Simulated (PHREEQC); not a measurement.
Solution (20 °C): 0.0053 mol/kgw H2SO4, 3.2e-05 mol/kgw NaCl and 0.011 mol/kgw CuCl2. Closed to the air; pH follows from the charge balance.

All values are PHREEQC results (ion-association model, phreeqc.dat), not measurements.

| quantity | before | after |
|---|---|---|
| pH | 2.09 | 2.09 |
| ionic strength (mol/kgw) | 0.0409 | 0.0561 |
| SO4-2 (mol/kgw) | 0.00282 | 0.00267 |
| CuSO4 (mol/kgw) | 0.00130 | 0.00159 |
| HSO4- (mol/kgw) | 0.00118 | 0.00104 |
| SI of Halite (NaCl) | -7.88 | -7.73 |

Task: Which change was made?
A. temperature from 20 to 70 °C
B. CuCl2 from 0.011 to 0.0165 mol/kgw
C. NaCl from 3.2e-05 to 1.6e-05 mol/kgw
D. H2SO4 replaced by Fe2(SO4)3 at the same molality
E. CuCl2 from 0.011 to 0.0022 mol/kgw

Result: B, CuCl2 from 0.011 to 0.0165 mol/kgw

Precipitation was switched off in this run.
